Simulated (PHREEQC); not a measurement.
Consider water at 10 °C with 0.012 mol HF and 0.0085 mol NH4F per kg of water. Closed to the air; pH follows from the charge balance.

The numbers come from PHREEQC with the ion-association model, wateq4f.dat.

```
Quantity                    Value
----------------  ---------------
pH                           3.00
ionic strength    0.00960 mol/kgw
total alkalinity     -12.0 meq/kg
```

```json
[
 {"species": "HF", "molality": "0.00976", "activity": "0.00978", "log γ": "0.001"},
 {"species": "F-", "molality": "0.00930", "activity": "0.00840", "log γ": "-0.044"},
 {"species": "NH4+", "molality": "0.00850", "activity": "0.00770", "log γ": "-0.043"},
 {"species": "H+", "molality": "0.00110", "activity": "0.00101", "log γ": "-0.038"},
 {"species": "H2F2", "molality": "0.000420", "activity": "0.000420", "log γ": "0.001"},
 {"species": "HF2-", "molality": "0.000302", "activity": "0.000273", "log γ": "-0.044"}
]
```

This is a speciation only: nothing precipitates in the calculation. Complexes and solids missing from the database can't appear. Away from 25 °C the constants follow the database's enthalpies or fits; those with neither stay at their 25 °C values.
